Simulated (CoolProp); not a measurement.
Vapour-liquid equilibrium of benzene (1) + toluene (2) at 409.4 K; x and y are mole fractions of (1).

Model: multi-fluid Helmholtz-energy mixture model, Thol 2012 and Lemmon 2006; pair parameters Bell 2016, in CoolProp.

| x | bubble pressure, mixture model (kPa) | bubble pressure, Raoult's law (kPa) | y, mixture model | y, Raoult's law |
|---|---|---|---|---|
| 0.05 | 210.4 | 211.0 | 0.097 | 0.103 |
| 0.2 | 244.6 | 246.5 | 0.338 | 0.353 |
| 0.35 | 279.4 | 281.9 | 0.524 | 0.541 |
| 0.5 | 314.6 | 317.4 | 0.671 | 0.686 |
| 0.65 | 350.4 | 352.8 | 0.791 | 0.802 |
| 0.8 | 386.6 | 388.3 | 0.890 | 0.897 |
| 0.95 | 423.2 | 423.8 | 0.975 | 0.976 |

The largest gap from Raoult's law is -0.9 % in bubble pressure, at x = 0.35. No azeotrope shows between x = 0.05 and 0.95.

Pair parameters are fitted to limited data, so mixtures are less certain than the pure fluids.
